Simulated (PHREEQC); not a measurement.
## Alkaline etch or developer: an equilibrium model

A solution holds 0.0023 mol/kgw NH3, 0.00011 mol/kgw Na2SiO3 and 0.0028 mol/kgw K2CO3, at 20 °C. Closed to the air; pH follows from the charge balance.

Computed with PHREEQC (ion-association model, phreeqc.dat).

Each row changes one thing in this solution. No solid was allowed to form.

| case | pH | ionic strength (mol/kgw) | CO3-2 (mol/kgw) | HCO3- (mol/kgw) | H3SiO4- (mol/kgw) | NH4+ (mol/kgw) | SI of Quartz (SiO2) |
|---|---|---|---|---|---|---|---|
| as made | 10.95 | 0.00821 | 0.00232 | 0.000476 | 0.000101 | 7.03e-5 | -1.02 |
| temperature from 20 to 90 °C | 9.67 | 0.00668 | 0.000873 | 0.00189 | 8.55e-5 | 2.24e-5 | -1.43 |
| temperature from 20 to 25 °C | 10.82 | 0.00812 | 0.00224 | 0.000551 | 0.000100 | 6.57e-5 | -1.05 |
| K2CO3 from 0.0028 to 0.00308 mol/kgw | 10.96 | 0.00901 | 0.00257 | 0.000504 | 0.000101 | 6.83e-5 | ___ |
| 0.00069 mol/kgw KBr added | 10.94 | 0.00890 | 0.00232 | 0.000474 | 0.000101 | 7.09e-5 | -1.02 |
| Na2SiO3 from 0.00011 to 1.1e-05 mol/kgw | 10.90 | 0.00798 | 0.00228 | 0.000516 | 1.00e-5 | 7.68e-5 | -1.98 |
| NH3 from 0.0023 to 0.0046 mol/kgw | ___ | 0.00829 | 0.00234 | 0.000453 | 0.000101 | 0.000133 | -1.04 |
| 3.4e-05 mol/kgw H3PO4 added | 10.92 | 0.00822 | 0.00229 | 0.000500 | 0.000101 | 7.46e-5 | -0.99 |

What belongs in the gaps?


- K2CO3 from 0.0028 to 0.00308 mol/kgw, SI of Quartz (SiO2): -1.03
- NH3 from 0.0023 to 0.0046 mol/kgw, pH: 10.97

Species that the database lacks are ignored. Constants without temperature data keep their 25 °C values here.
